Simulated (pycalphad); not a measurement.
CALPHAD calculation (pycalphad, COST 507 light-alloy database (1999)), 1 atm. The data set is of 1999 and partly superseded. Amounts are mole fractions of atoms.

Problem. Give the equilibrium state of Al-1.353Si-2.605C (wt.%) at 1500 K.

Solution. liquid, fraction 0.868, with 1.5 Si, 0.01 C wt.%; AL4C3, fraction 0.132, with 0.08 Si, 25.0 C wt.%.

Problem. Give the equilibrium state of Al-1.353Si-2.605C (wt.%) at 600 K.

Solution. fcc, fraction 0.867, with 0.09 Si, <0.01 C wt.%; AL8SIC7, fraction 0.130, with 8.6 Si, 25.6 C wt.%; diamond (Si), fraction 0.004, with >99.99 Si, <0.01 C wt.%.

Database names, with the compositions (at.%) that they take in these runs: AL4C3: Al 57 C 43; AL8SIC7: Al 50 C 44 Si 6.
